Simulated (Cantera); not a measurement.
Feed: 1 mol borazine, 1.5 mol N2, 1.3 mol H2, equilibrated at 2400 K and 10.0 Torr.

Method: chemical equilibrium by Gibbs-energy minimisation in Cantera with the NASA 1993 tables (ideal gas, pure condensed phases). Candidate condensed phases: B, BN; 15 gas species. The feed counts by its element totals alone. The tables' values for BH2 are old estimates; treat these amounts as uncertain. Equilibrium is a limit: real reactors are often held back by kinetics, nucleation or transport.

Base state: H2 0.508, N2 0.390, H 0.0982, B 0.00239, BH2 0.00151, BH 0.000132, BN 7.88e-5 (mole fractions); condensed: B(l).

What changes in the equilibrium state with this change: pressure from 10.0 Torr to 7.50 Torr?


| species | before | after |
|---|---|---|
| H2 | 0.508 | 0.496 |
| N2 | 0.390 | 0.387 |
| H | 0.0982 | 0.112 |
| B | 0.00239 | 0.00319 |
| BN | 7.88e-5 | 9.06e-5 |
| BH | 0.000132 | 0.000151 |
| B(l), mol | 2.97 | 2.96 |
